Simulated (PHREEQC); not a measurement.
**Ultrapure water in contact with air or piping: speciation**

Model water analysis in mg/L, 25 °C, pH 6.97, pe 11.8:

| constituent | mg/L |
|---|---|
| Na | 0.00634 |
| K | 0.0157 |
| Ca | 0.0219 |
| Mg | 0.00312 |
| Cl | 0.0177 |
| S(6) as SO4 | 0.0181 |
| Alkalinity as HCO3 | 0.0721 |
| Cd | 0.000382 |
| Sr | 5.92e-05 |
| Ni | 4.91e-05 |
| F | 2.87e-05 |
| Li | 1.78e-06 |
| Ba | 0.000208 |

Valence states are taken as typed.

All values are PHREEQC results (ion-association model, wateq4f.dat), not measurements.

```json
{
  "ionic_strength": "3.03e-6 mol/kgw",
  "charge_balance_error": "-0.5 %"
}
```

| species | molality | activity | log γ |
|---|---|---|---|
| HCO3- | 1.19e-6 | 1.19e-6 | -0.001 |
| Ca+2 | 5.46e-7 | 5.42e-7 | -0.004 |
| Cl- | 4.99e-7 | 4.98e-7 | -0.001 |
| K+ | 4.01e-7 | 4.01e-7 | -0.001 |
| CO2 | 2.87e-7 | 2.87e-7 | 0.000 |
| Na+ | 2.76e-7 | 2.75e-7 | -0.001 |
| SO4-2 | 1.88e-7 | 1.87e-7 | -0.004 |
| Mg+2 | 1.28e-7 | 1.27e-7 | -0.004 |
| H+ | 1.07e-7 | 1.07e-7 | -0.001 |
| OH- | 9.36e-8 | 9.34e-8 | -0.001 |
| Cd+2 | 3.39e-9 | 3.37e-9 | -0.004 |
| Ba+2 | 1.51e-9 | 1.50e-9 | -0.004 |
| F- | 1.51e-9 | 1.51e-9 | -0.001 |

No solid was allowed to form.
